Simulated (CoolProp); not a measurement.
A closed Brayton cycle with carbon dioxide: compressor inlet 308.15 K and 7.6 MPa, high pressure 25.9 MPa, turbine inlet 870 K, compressor efficiency 0.85, turbine efficiency 0.9, recuperator effectiveness 0.9 (on enthalpy, no pinch check). Each further row changes one setting.

Computed with CoolProp (reference Helmholtz-energy equation of state, Span 1996).

| case | thermal efficiency (%) | net work (kJ/kg) | compressor to turbine work | compressor exit (K) | turbine exit (K) |
|---|---|---|---|---|---|
| as stated | 37.7 | 117 | 0.30 | 392.7 | 720.5 |
| turbine inlet 820 K | 36.0 | 106 | 0.32 | 392.7 | 675.8 |
| compressor inlet 318.15 K | 36.0 | 103 | 0.38 | 420.5 | 720.5 |
| high pressure 22 MPa | 36.5 | 105 | 0.28 | 381.2 | 739.7 |
| recuperator effectiveness 0.5 | 25.4 | 117 | 0.30 | 392.7 | 720.5 |
